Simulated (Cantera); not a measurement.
## Silicon carbide growth: CH3SiH3 + HCl + H2

Feed: 1 mol CH3SiH3, 0.021 mol HCl, 5.2 mol H2, at 75.0 Torr.

These are equilibrium values from Cantera (NASA tables, ideal gas, pure condensed phases), not measurements of a reactor. Candidate condensed phases: C, C6H6, C7H8, C8H18, Si, SiC; 109 gas species. The feed counts by its element totals alone. The tables' values for SiCl are old estimates; treat these amounts as uncertain. Gases not in the tables: Si2H6 and higher silanes. The numbers say what is thermodynamically allowed, not how fast it happens.

From 1925 K to 2325 K the condensed part is SiC(s). The main Si-bearing gas is Si throughout. The share of Si in condensed phases is highest at 1925 K (100.0 %) and lowest at 2325 K (96.6 %).

```json
[
 {"T (K)": "1925", "x H2": "0.994", "x H": "0.00301", "x Si": "3.20e-5", "x HCl": "0.00254", "x C2H2 (acetylene)": "2.27e-5", "n SiC(s)": "1.000"},
 {"T (K)": "1975", "x H2": "0.993", "x H": "0.00431", "x Si": "6.20e-5", "x HCl": "0.00253", "x C2H2 (acetylene)": "4.36e-5", "n SiC(s)": "0.999"},
 {"T (K)": "2025", "x H2": "0.991", "x H": "0.00606", "x Si": "0.000117", "x HCl": "0.00253", "x C2H2 (acetylene)": "8.03e-5", "n SiC(s)": "0.999"},
 {"T (K)": "2075", "x H2": "0.989", "x H": "0.00838", "x Si": "0.000214", "x HCl": "0.00252", "x C2H2 (acetylene)": "0.000143", "n SiC(s)": "0.997"},
 {"T (K)": "2125", "x H2": "0.985", "x H": "0.0114", "x Si": "0.000380", "x HCl": "0.00251", "x C2H2 (acetylene)": "0.000247", "n SiC(s)": "0.996"},
 {"T (K)": "2175", "x H2": "0.981", "x H": "0.0153", "x Si": "0.000657", "x HCl": "0.00249", "x C2H2 (acetylene)": "0.000417", "n SiC(s)": "0.992"},
 {"T (K)": "2225", "x H2": "0.975", "x H": "0.0202", "x Si": "0.00111", "x HCl": "0.00247", "x C2H2 (acetylene)": "0.000687", "n SiC(s)": "0.987"},
 {"T (K)": "2275", "x H2": "0.968", "x H": "0.0264", "x Si": "0.00182", "x HCl": "0.00245", "x C2H2 (acetylene)": "0.00111", "n SiC(s)": "0.979"},
 {"T (K)": "2325", "x H2": "0.958", "x H": "0.0340", "x Si": "0.00293", "x HCl": "0.00242", "x C2H2 (acetylene)": "0.00174", "n SiC(s)": "0.966"}
]
```
x: gas mole fraction; n: condensed amount in mol.
